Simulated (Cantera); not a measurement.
Input: 1 mol CCl4, 0.15 mol H2, equilibrated at 2677 °C and 8.10 Pa.

Method: chemical equilibrium by Gibbs-energy minimisation in Cantera with the NASA 1993 tables (ideal gas, pure condensed phases). Candidate condensed phases: C, C6H6, C7H8, C8H18; 91 gas species. The tables' values for CCl are old estimates; treat these amounts as uncertain. The numbers say what is thermodynamically allowed, not how fast it happens.

Base state: Cl 0.808, C 0.0904, H 0.0602, C3 0.0289, C2 0.0124, HCl 0.000316, C2H 2.84e-5, C5 2.49e-5 (mole fractions); condensed: gas only.

Task: What changes in the equilibrium state with this change: H2 from 0.15 to 14 mol?

Result: 
```
species   before     after
-------  -------  --------
H         0.0602     0.847
Cl         0.808     0.121
C         0.0904    0.0262
C3        0.0289  0.000704
C2        0.0124   0.00104
C5       2.49e-5   5.11e-8
H2       1.61e-5   0.00318
C4       1.98e-5   1.40e-7
CCl      1.03e-5   4.49e-7
```

Task: What changes in the equilibrium state with this change: H2 from 0.15 to 1.1 mol?

Result: 
| species | before | after |
|---|---|---|
| Cl | 0.808 | 0.579 |
| H | 0.0602 | 0.317 |
| C | 0.0904 | 0.0760 |
| C3 | 0.0289 | 0.0171 |
| C2 | 0.0124 | 0.00874 |
| H2 | 1.61e-5 | 0.000446 |
| HCl | 0.000316 | 0.00119 |
| C2H | 2.84e-5 | 0.000106 |
| C5 | 2.49e-5 | 1.04e-5 |
| C4 | 1.98e-5 | 9.85e-6 |

Task: What changes in the equilibrium state with this change: H2 from 0.15 to 0.96 mol?

Result: 
| species | before | after |
|---|---|---|
| Cl | 0.808 | 0.604 |
| H | 0.0602 | 0.289 |
| C | 0.0904 | 0.0777 |
| C3 | 0.0289 | 0.0183 |
| C2 | 0.0124 | 0.00915 |
| H2 | 1.61e-5 | 0.000370 |
| HCl | 0.000316 | 0.00113 |
| C2H | 2.84e-5 | 0.000101 |
